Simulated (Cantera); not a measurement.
A perfectly stirred reactor is fed with 2.54 % H2, 21.2 % O2, 76.3 % N2, equivalence ratio 0.060, at 100.0 Torr; it is held at 1225 K, and followed from long to short residence time.

Model: the H2/O2 subset of GRI-Mech 3.0, which has no nitrogen chemistry, integrated in Cantera.

x: mole fraction; the columns are a selection and need not sum to one.

```csv
τ (s),x H2,x O2,x H,x O,x HO2,x H2O
11,1.03e-5,0.202,6.68e-7,2.92e-5,[?],0.0257
3.4,2.18e-5,0.202,2.16e-6,6.40e-5,[?],0.0257
1.0,4.70e-5,0.202,7.35e-6,0.000144,[?],0.0256
0.30,9.83e-5,0.201,2.43e-5,0.000318,[?],0.0255
0.090,0.000202,0.201,7.93e-5,0.000685,[?],0.0253
0.027,0.000408,0.201,0.000251,0.00142,[?],0.0249
0.0080,0.000825,0.200,0.000752,0.00279,[?],0.0240
```

### Question
Fill in the missing entries.

### Answer

- 11, x HO2: 3.69e-7
- 3.4, x HO2: 7.00e-7
- 1.0, x HO2: 1.29e-6
- 0.30, x HO2: 2.18e-6
- 0.090, x HO2: 3.40e-6
- 0.027, x HO2: 4.88e-6
- 0.0080, x HO2: 6.43e-6
